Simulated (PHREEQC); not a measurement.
1 kg of water holding 0.034 mol/kgw MgSO4, 0.037 mol/kgw Na2SO4, 0.0087 mol/kgw K2SO4 and 0.039 mol/kgw NaCl is evaporated at 90 °C; the solids stay in contact with the brine. No CO2 enters from the air. Solids allowed: Arcanite, Bischofite, Bloedite, Brucite, Carnallite, Epsomite, Glaserite, Halite, Hexahydrite, Kainite, Kieserite, Leonite, Mirabilite, Misenite, Schoenite, Sylvite, Thenardite, MgCl2_4H2O. Others were left out.

Equilibrium calculation in PHREEQC: Pitzer model, pitzer.dat.

```
water left (kg)  ionic strength  water activity  Thenardite (mol)  K in solution (mol/kgw)  Cl in solution (mol/kgw)
---------------  --------------  --------------  ----------------  -----------------------  ------------------------
1                         0.312           0.996                 0                   0.0174                    0.0390
0.6755                    0.462           0.994                 0                   0.0258                    0.0577
0.4563                    0.684           0.992                 0                   0.0381                    0.0855
0.375                     0.832           0.990                 0                   0.0464                     0.104
0.2533                     1.23           0.986                 0                   0.0687                     0.154
0.1711                     1.82           0.979                 0                    0.102                     0.228
0.1407                     2.22           0.975                 0                    0.124                     0.277
0.09502                    3.28           0.963                 0                    0.183                     0.410
0.06418                    4.86           0.944                 0                    0.271                     0.608
0.04335                    7.20           0.915                 0                    0.401                     0.900
0.0293                     10.7           0.870                 0                    0.594                      1.33
0.02407                    13.0           0.841                 0                    0.723                      1.62
0.01627                    16.5           0.796            0.0146                     1.07                      2.40
```

Thenardite from water left = 0.01979 kg.

At this temperature some constants are extrapolated from 25 °C, and those without enthalpy data are left unchanged.
